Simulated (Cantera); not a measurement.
Feed: 1 mol Si2H6, 1.8 mol N2O, held at 1223 K and 1000 Pa.

These are equilibrium values from Cantera (NASA tables, ideal gas, pure condensed phases), not measurements of a reactor. Candidate condensed phases: H2O, Si, SiO2, Si2N2O, Si3N4; 35 gas species. The feed counts by its element totals alone. Mutual solubility and eutectic melting of coexisting phases are not modelled. The tables hold silica as quartz up to 1696 K and as liquid above; real silica turns to tridymite and cristobalite and melts near 1996 K. The numbers say what is thermodynamically allowed, not how fast it happens.

Base state: H2 0.738, N2 0.262, H2O 3.77e-5 (mole fractions); condensed: SiO2(β-quartz) + Si2N2O(s).

### Question
What changes in the equilibrium state with this change: N2O from 1.8 to 0.6 mol?

### Answer
| species | before | after |
|---|---|---|
| H2 | 0.738 | 1.000 |
| N2 | 0.262 | 3.51e-7 |
| H2O | 3.77e-5 | <1e-9 |
| SiO2(β-quartz), mol | 0.533 | 0 |
| Si2N2O(s), mol | 0.733 | 0.600 |
| Si(s), mol | 0 | 0.800 |

### Question
What changes in the equilibrium state with this change: Si2H6 replaced by HMDSO?

### Answer
| species | before | after |
|---|---|---|
| H2 | 0.738 | 0.776 |
| CO | 0 | 0.155 |
| N2 | 0.262 | 0.0690 |
| CH4 | 0 | 8.02e-5 |
| HCN | 0 | 2.21e-5 |
| H2O | 3.77e-5 | 2.42e-5 |
| SiO2(β-quartz), mol | 0.533 | 0 |
| Si2N2O(s), mol | 0.733 | 1.000 |
| C(graphite), mol | 0 | 4.20 |
Further candidate phases: C, C6H6, C7H8, C8H18, SiC.
